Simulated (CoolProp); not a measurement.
Vapour-liquid equilibrium of CH2F2 (R32) (1) + R1234yf (2) at 0.000912 MPa; x and y are mole fractions of (1).

Computed with CoolProp (multi-fluid Helmholtz-energy mixture model, Tillner-Roth 1997 and Lemmon 2022; pair parameters Bell 2023).

Task: Give the bubble temperature and the first vapour's composition at x = 0.05, 0.125, 0.2. Is there an azeotrope?

Result: x = 0.05: -103.7 °C, y = 0.310; x = 0.125: -107.0 °C, y = 0.551; x = 0.2: -109.2 °C, y = 0.675. No azeotrope shows between x = 0.05 and 0.95.

Pair parameters are fitted to limited data, so mixtures are less certain than the pure fluids.
